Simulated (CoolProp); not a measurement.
Properties of n-hexane at several states (Tc = 507.8 K, pc = 3.044 MPa, ω = 0.300).

Model: reference Helmholtz-energy equation of state, Thol 2019, in CoolProp.

```json
[
 {"T (K)": "484.4", "p (MPa)": "2.01", "phase": "gas", "Joule-Thomson coefficient (K/MPa)": "18.83", "expansivity (1/kK)": "11.26", "Prandtl number": "1.21"},
 {"T (K)": "355.5", "p (MPa)": "0.173", "phase": "liquid", "Joule-Thomson coefficient (K/MPa)": "-0.2531", "expansivity (1/kK)": "1.728", "Prandtl number": "4.35"},
 {"T (K)": "568", "p (MPa)": "3.49", "phase": "supercritical", "Joule-Thomson coefficient (K/MPa)": "8.160", "expansivity (1/kK)": "6.193", "Prandtl number": "1.14"}
]
```

Viscosity comes from a separate model (Michailidou 2013). Thermal conductivity comes from a separate model (Assael 2013).
